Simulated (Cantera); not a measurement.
Feed: 1 mol HgO, 0.13 mol H₂, at 6100 Pa.

Equilibrium computed with Cantera from the NASA thermochemical tables; the gas is ideal and each condensed phase is pure. Candidate condensed phases: H₂O, Hg, HgO; 10 gas species. Kinetics and transport are ignored. All values below are at 777 °C.

Base state: Hg 0.639, O₂ 0.278, H₂O 0.0831 (mole fractions); condensed: gas only.

**Question.** What changes in the equilibrium state with this change: H₂ from 0.13 to 0.2 mol?

**Answer.** 
| species | before | after |
|---|---|---|
| Hg | 0.639 | 0.625 |
| O₂ | 0.278 | 0.250 |
| H₂O | 0.0831 | 0.125 |
